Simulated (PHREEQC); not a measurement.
1.1 g of hydrous ferric oxide (600 m²/g; 0.2 weak and 0.005 strong sites per Fe, Dzombak-Morel constants, diffuse double layer) in 1 kg of water with 0.3 mol/kgw of an inert sodium salt and 0.0036 mol/kgw ZnSO4 and 0.00018 mol/kgw SrCl2, at 25 °C; the pH is set by adding NaOH or the inert anion's acid. Oxygen alone is held at its pressure in air (log pO2 = -0.68). CO2 from the air is kept out. No solid was allowed to form.

Base run: PHREEQC, ion-association model, wateq4f.dat. Each further column changes one thing. The table gives Zn sorbed (%).

```
pH    base  no electrostatic term (-no_edl)  background salt from 0.3 to 0.03 mol/kgw  oxide from 1.1 to 5.5 g/kgw  0.0031 mol/kgw CaCl2 added
----  ----  -------------------------------  ----------------------------------------  ---------------------------  --------------------------
4      0.1                              0.1                                       0.1                          0.4                         0.1
5.5    3.7                              4.9                                       4.5                         17.3                         3.7
6.5   32.4                             49.3                                      34.1                         83.3                        32.3
8     52.2                             70.1                                      47.4                         99.8                        52.3
9.5   43.4                             69.3                                      38.6                        100.0                        43.3
10.5  35.2                             41.1                                      34.6                         99.8                        24.8
12    14.0                              0.5                                      22.0                         66.3                         0.6
```

In at least one series the solution becomes supersaturated in solids that the run did not let form, among them Zn(OH)2-e, Zn4(OH)6SO4, Zn5(OH)8Cl2.
